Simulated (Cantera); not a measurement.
A perfectly stirred reactor is fed with 54.1 % CH4, 45.9 % H2O, at 570 Torr; it is held at 1900 K, and followed from long to short residence time.

Cantera simulation using GRI-Mech 3.0 (53 species, 325 reactions); the numbers are that mechanism's predictions, not measurements.

x: mole fraction; the columns are a selection and need not sum to one.

```json
[
 {"τ (s)": "1.3", "x CH4": "0.00918", "x H2O": "0.0359", "x CH2O": "1.36e-7", "x CH3": "0.000197", "x C2H6": "9.08e-7", "x H2": "0.716"},
 {"τ (s)": "0.40", "x CH4": "0.0154", "x H2O": "0.0695", "x CH2O": "3.46e-7", "x CH3": "0.000335", "x C2H6": "2.58e-6", "x H2": "0.686"},
 {"τ (s)": "0.12", "x CH4": "0.0258", "x H2O": "0.121", "x CH2O": "1.00e-6", "x CH3": "0.000575", "x C2H6": "7.59e-6", "x H2": "0.640"},
 {"τ (s)": "0.038", "x CH4": "0.0420", "x H2O": "0.184", "x CH2O": "2.64e-6", "x CH3": "0.000958", "x C2H6": "2.14e-5", "x H2": "0.581"},
 {"τ (s)": "0.012", "x CH4": "___", "x H2O": "___", "x CH2O": "___", "x CH3": "___", "x C2H6": "___", "x H2": "___"},
 {"τ (s)": "0.0037", "x CH4": "0.117", "x H2O": "0.304", "x CH2O": "1.35e-5", "x CH3": "0.00267", "x C2H6": "0.000177", "x H2": "0.432"},
 {"τ (s)": "0.0011", "x CH4": "___", "x H2O": "___", "x CH2O": "___", "x CH3": "___", "x C2H6": "___", "x H2": "___"},
 {"τ (s)": "0.00035", "x CH4": "0.300", "x H2O": "0.389", "x CH2O": "4.77e-5", "x CH3": "0.00650", "x C2H6": "0.00114", "x H2": "0.225"},
 {"τ (s)": "0.00011", "x CH4": "0.415", "x H2O": "0.428", "x CH2O": "6.83e-5", "x CH3": "0.00836", "x C2H6": "0.00193", "x H2": "0.107"}
]
```

### Question
Complete the blanks.

### Answer

- 0.012, x CH4: 0.0693
- 0.012, x H2O: 0.249
- 0.012, x CH2O: 6.27e-6
- 0.012, x CH3: 0.00160
- 0.012, x C2H6: 6.09e-5
- 0.012, x H2: 0.510
- 0.0011, x CH4: 0.197
- 0.0011, x H2O: 0.349
- 0.0011, x CH2O: 2.70e-5
- 0.0011, x CH3: 0.00438
- 0.0011, x C2H6: 0.000497
- 0.0011, x H2: 0.336
